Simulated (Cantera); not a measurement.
Standard-state values (1 bar) from the NASA 1993 polynomials, evaluated with Cantera. Values are per mole of reaction as written; species without (g) are pure solids or liquids, kept so even where they would boil at 1 bar.

Problem. Between 1950 and 2750 K, where is each reaction favourable under standard conditions?
- 4 O(g) + 3 SrO + 2 NH3(g) = N2O(g) + 3 Sr(OH)2

Solution. 
- 4 O(g) + 3 SrO + 2 NH3(g) = N2O(g) + 3 Sr(OH)2: ΔG° is -848 kJ at 1950 K and -514 kJ at 2750 K; it stays negative (K > 1). ΔH° is -1615 kJ and ΔS° -400 J/K at 2750 K.
